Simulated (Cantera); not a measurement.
What does this Cantera script print?

```python
import numpy as np
import cantera as ct

gas = ct.Solution("gri30.yaml")
gas.TPX = 1325, 1333, {'N2O': 1, 'N2': 2.9}
reactor = ct.IdealGasConstPressureReactor(gas, energy="off", clone=False)
net = ct.ReactorNet([reactor])
net.rtol, net.atol = 1e-08, 1e-18
show = ['N2O', 'O', 'NO2', 'NO', 'N2']
times = np.geomspace(0.0005, 2, 12)

steps = ct.SolutionArray(gas, extra=["t"])
rows = []
print(f"{'t/s':>10s}{'T/K':>9s}{'P/Pa':>11s}" + "".join(f"{s:>11s}" for s in show))
for t in times:
    while net.time < t:
        t_next = net.step()
        steps.append(gas.state, t=t_next)
    rows.append([np.interp(t, steps.t, y) for y in (steps.T, steps.P, *steps(*show).X.T)])
    print(f"{t:10.3e}{rows[-1][0]:9.1f}{rows[-1][1]:11.4g}" + "".join(f"{x:11.3e}" for x in rows[-1][2:]))
rate = np.gradient(steps.T, steps.t)
print("integrator steps:", len(steps.t))
if steps.T.max() > steps.T[0] + 200:
    print(f"time of steepest temperature rise: {steps.t[rate.argmax()]:.4e} s")
gas.TPX = 1325, 1333, {'N2O': 1, 'N2': 2.9}
gas.equilibrate("TP")
print(f"equilibrium (TP): T = {gas.T:.1f} K  " + "  ".join(f"{s} {gas[s].X[0]:.3e}" for s in show))
```

Result:

```
       t/s      T/K       P/Pa        N2O          O        NO2         NO         N2
 5.000e-04   1325.0       1333  2.564e-01  3.654e-06  8.200e-15  2.683e-07  7.436e-01
 1.063e-03   1325.0       1333  2.564e-01  6.275e-06  1.237e-13  1.048e-06  7.436e-01
 2.259e-03   1325.0       1333  2.564e-01  8.998e-06  1.469e-12  3.619e-06  7.436e-01
 4.801e-03   1325.0       1333  2.563e-01  1.036e-05  1.232e-11  1.050e-05  7.436e-01
 1.020e-02   1325.0       1333  2.562e-01  1.053e-05  7.481e-11  2.600e-05  7.437e-01
 2.169e-02   1325.0       1333  2.560e-01  1.053e-05  3.780e-10  5.903e-05  7.438e-01
 4.610e-02   1325.0       1333  2.555e-01  1.053e-05  1.735e-09  1.291e-04  7.440e-01
 9.799e-02   1325.0       1333  2.544e-01  1.053e-05  7.367e-09  2.776e-04  7.445e-01
 2.083e-01   1325.0       1333  2.522e-01  1.053e-05  2.824e-08  5.910e-04  7.456e-01
 4.427e-01   1325.0       1333  2.476e-01  1.053e-05  9.303e-08  1.247e-03  7.479e-01
 9.410e-01   1325.0       1333  2.381e-01  1.053e-05  2.547e-07  2.597e-03  7.525e-01
 2.000e+00   1325.0       1333  2.192e-01  1.052e-05  6.019e-07  5.280e-03  7.616e-01
integrator steps: 431
equilibrium (TP): T = 1325.0 K  N2O 2.919e-09  O 8.088e-07  NO2 3.020e-07  NO 3.639e-04  N2 8.862e-01
```

Model: GRI-Mech 3.0 (53 species, 325 reactions), integrated in Cantera. GRI-Mech 3.0 was tuned for natural gas; its chemistry of N2O as a main component is partial and can be far from experiment. Radical loss at walls, strong at low pressure, is not modelled. The mechanism lacks the step 2 NO + O2 → 2 NO2, which can matter for NO2 below about 1400 K. The temperature is held fixed by assumption; the heat of reaction is taken as removed at once.
